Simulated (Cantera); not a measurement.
A perfectly stirred reactor is fed with C2H4 : O2 : N2 : H2O = 1 : 4.23 : 15.9 : 0.75 (molar parts), at 5.00 bar; it is adiabatic with a 523 K inlet, and is followed from long to short residence time, starting on the burning branch (τ in s: 0.051, 0.019, 0.0069, 0.0026, 0.00095, 0.00035, 0.00013, 4.8e-05, 1.8e-05, 6.5e-06).

Model: GRI-Mech 3.0 (53 species, 325 reactions), integrated in Cantera. GRI-Mech 3.0 was tuned for natural gas; its chemistry of ethylene as a main component is partial and can be far from experiment.

Q: What does this change do: 1.3 parts CO2 added?

A: 
```tsv
quantity	before	after
blow-out, bracketed by the residence times tried	burning at 18.0 µs, out at 6.50 µs	burning at 48.0 µs, out at 18.0 µs
x(C2H4) at τ = 51.0 ms	1.29e-6	2.28e-6
x(O2) at τ = 51.0 ms	0.0557	0.0530
x(H2O) at τ = 51.0 ms	0.124	0.118
x(CH3) at τ = 51.0 ms	9.55e-8	1.26e-7
x(CO) at τ = 51.0 ms	0.000747	0.000642
x(C2H4) at τ = 0.350 ms	5.83e-5	7.98e-5
x(O2) at τ = 0.350 ms	0.0588	0.0570
x(H2O) at τ = 0.350 ms	0.121	0.114
x(CH3) at τ = 0.350 ms	6.30e-6	7.56e-6
x(CO) at τ = 0.350 ms	0.00747	0.00929
```

Q: What does this change do: 0.28 parts H2 added?

A: 
```csv
quantity,before,after
"blow-out, bracketed by the residence times tried","burning at 18.0 µs, out at 6.50 µs","burning at 18.0 µs, out at 6.50 µs"
x(C2H4) at τ = 51.0 ms,1.29e-6,9.59e-7
x(O2) at τ = 51.0 ms,0.0557,0.0487
x(H2O) at τ = 51.0 ms,0.124,0.136
x(CH3) at τ = 51.0 ms,9.55e-8,8.47e-8
x(CO) at τ = 51.0 ms,0.000747,0.00109
x(C2H4) at τ = 0.350 ms,5.83e-5,4.97e-5
x(O2) at τ = 0.350 ms,0.0588,0.0524
x(H2O) at τ = 0.350 ms,0.121,0.131
x(CH3) at τ = 0.350 ms,6.30e-6,5.80e-6
x(CO) at τ = 0.350 ms,0.00747,0.00800
```

Q: What does this change do: C2H4 1 to 0.77 parts?

A: 
```json
[
 {"quantity": "blow-out, bracketed by the residence times tried", "before": "burning at 18.0 µs, out at 6.50 µs", "after": "burning at 0.130 ms, out at 48.0 µs"},
 {"quantity": "x(C2H4) at τ = 51.0 ms", "before": "1.29e-6", "after": "4.46e-6"},
 {"quantity": "x(O2) at τ = 51.0 ms", "before": "0.0557", "after": "0.0886"},
 {"quantity": "x(H2O) at τ = 51.0 ms", "before": "0.124", "after": "0.105"},
 {"quantity": "x(CH3) at τ = 51.0 ms", "before": "9.55e-8", "after": "1.38e-7"},
 {"quantity": "x(CO) at τ = 51.0 ms", "before": "0.000747", "after": "0.000204"},
 {"quantity": "x(C2H4) at τ = 0.350 ms", "before": "5.83e-5", "after": "0.000116"},
 {"quantity": "x(O2) at τ = 0.350 ms", "before": "0.0588", "after": "0.0912"},
 {"quantity": "x(H2O) at τ = 0.350 ms", "before": "0.121", "after": "0.103"},
 {"quantity": "x(CH3) at τ = 0.350 ms", "before": "6.30e-6", "after": "8.64e-6"},
 {"quantity": "x(CO) at τ = 0.350 ms", "before": "0.00747", "after": "0.00599"}
]
```
